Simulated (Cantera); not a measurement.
What does this Cantera script print?

```python
import numpy as np
import cantera as ct

gas_names = [...]  # 110 gases of nasa_gas.yaml made of C, H, O
cond_names = """
    C(gr) C6H6(L) C7H8(L) C8H18(L),n-octa H2O(s) H2O(L)
""".split()


# ... load() reads the species with a 1 bar reference pressure and builds the phases ...
atoms = {
    'C2H5OH': {'C': 2, 'H': 6, 'O': 1},
    'H2O': {'H': 2, 'O': 1},
}
top_T = {'C(gr)': 4500}  # K; cautious upper limits of use, not melting points


# ... equilibrate(T, P, feed) seeds the gas with the atoms and calls Mixture.equilibrate('TP', solver="vcs", rtol=1e-11, max_steps=5000) ...
results = []
T = 1523.15  # K
P = 1500000  # Pa
for m in [0.095, 0.17, 0.3, 0.54, 0.96, 1.7, 3.1, 5.4]:
    feed = {'C2H5OH': 1, 'H2O': m}  # mol
    mix = equilibrate(T, P, feed)
    results.append((T, P, feed, dict(zip(mix.species_names, mix.species_moles))))
    x = sorted(zip(gas.X, gas.species_names), reverse=True)
    print(f"T = {T:g} K  P = {P:g} Pa  n(H2O) = {m:g} mol  gas = {mix.phase_moles(0):.4g} mol")
    print("   x: " + "  ".join(f"{s} {v:.3e}" for v, s in x if v > 1e-05))
    print("   condensed (mol): " + ("  ".join(f"{mix.phase(i).name} {mix.phase_moles(i):.4g}"
          for i in range(1, mix.n_phases) if mix.phase_moles(i) > 1e-12) or "none"))
```

Output:

```
T = 1523.15 K  P = 1.5e+06 Pa  n(H2O) = 0.095 mol  gas = 4.098 mol
   x: H2 7.157e-01  CO 2.620e-01  CH4 1.768e-02  H2O 4.097e-03  CO2 5.587e-04  C2H4 2.061e-05
   condensed (mol): C(gr) 0.8514
T = 1523.15 K  P = 1.5e+06 Pa  n(H2O) = 0.17 mol  gas = 4.246 mol
   x: H2 7.077e-01  CO 2.702e-01  CH4 1.729e-02  H2O 4.179e-03  CO2 5.943e-04  C2H4 2.016e-05
   condensed (mol): C(gr) 0.7766
T = 1523.15 K  P = 1.5e+06 Pa  n(H2O) = 0.3 mol  gas = 4.502 mol
   x: H2 6.952e-01  CO 2.831e-01  CH4 1.668e-02  H2O 4.302e-03  CO2 6.526e-04  C2H4 1.945e-05
   condensed (mol): C(gr) 0.6469
T = 1523.15 K  P = 1.5e+06 Pa  n(H2O) = 0.54 mol  gas = 4.976 mol
   x: H2 6.755e-01  CO 3.035e-01  CH4 1.575e-02  H2O 4.481e-03  CO2 7.501e-04  C2H4 1.836e-05
   condensed (mol): C(gr) 0.4074
T = 1523.15 K  P = 1.5e+06 Pa  n(H2O) = 0.96 mol  gas = 5.808 mol
   x: H2 6.504e-01  CO 3.303e-01  CH4 1.308e-02  H2O 5.242e-03  CO2 9.915e-04  C2H4 1.366e-05
   condensed (mol): none
T = 1523.15 K  P = 1.5e+06 Pa  n(H2O) = 1.7 mol  gas = 6.693 mol
   x: H2 6.115e-01  CO 2.828e-01  H2O 8.968e-02  CO2 1.545e-02  CH4 5.440e-04
   condensed (mol): none
T = 1523.15 K  P = 1.5e+06 Pa  n(H2O) = 3.1 mol  gas = 8.098 mol
   x: H2 5.275e-01  H2O 2.255e-01  CO 2.129e-01  CO2 3.391e-02  CH4 1.046e-04
   condensed (mol): none
T = 1523.15 K  P = 1.5e+06 Pa  n(H2O) = 5.4 mol  gas = 10.4 mol
   x: H2 4.317e-01  H2O 3.760e-01  CO 1.452e-01  CO2 4.711e-02  CH4 2.343e-05
   condensed (mol): none
```

Equilibrium computed with Cantera from the NASA thermochemical tables; the gas is ideal and each condensed phase is pure.
